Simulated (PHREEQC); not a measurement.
**Leach liquor: an equilibrium model**

Dissolve 0.29 mol/kgw H2SO4, 0.014 mol/kgw NiSO4 and 0.00032 mol/kgw Fe2(SO4)3 at 25 °C. Closed to the air; pH follows from the charge balance.

The numbers come from PHREEQC with the ion-association model, wateq4f.dat.

| Quantity | Value |
|---|---|
| pH | 0.62 |
| ionic strength | 0.378 mol/kgw |
| activity of water | 0.989 |
| total alkalinity | -581 meq/kg |

| species | molality | activity | log γ |
|---|---|---|---|
| H+ | 0.313 | 0.242 | -0.111 |
| HSO4- | 0.267 | 0.183 | -0.164 |
| SO4-2 | 0.0338 | 0.00775 | -0.639 |
| Ni+2 | 0.0100 | 0.00286 | -0.545 |
| NiSO4 | 0.00396 | 0.00432 | 0.038 |
| FeHSO4+2 | 0.000359 | 0.000102 | -0.545 |

Precipitation was switched off in this run. Complexes and solids missing from the database can't appear.
